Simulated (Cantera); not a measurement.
An adiabatic, constant-volume homogeneous reactor starts with 7.94 % CH4, 15.9 % O2, 76.2 % N2, equivalence ratio 1.0, at 1175 K and 0.592 atm.

Computed with Cantera and GRI-Mech 3.0 (53 species, 325 reactions).

Q: Predict: time of steepest temperature rise; temperature at 5.00 s; equilibrium temperature; x(O2) at 5.00 s; x(O) at 5.00 s; x(H) at 5.00 s.

A: 
```json
{
  "time_of_steepest_temperature_rise": "0.123 s",
  "temperature at 5.00 s": "2671 K",
  "equilibrium_temperature": "2671 K",
  "x(O2) at 5.00 s": "0.0137 (gas-phase equilibrium 0.0137)",
  "x(O) at 5.00 s": "0.00317 (gas-phase equilibrium 0.00317)",
  "x(H) at 5.00 s": "0.00484 (gas-phase equilibrium 0.00484)"
}
```
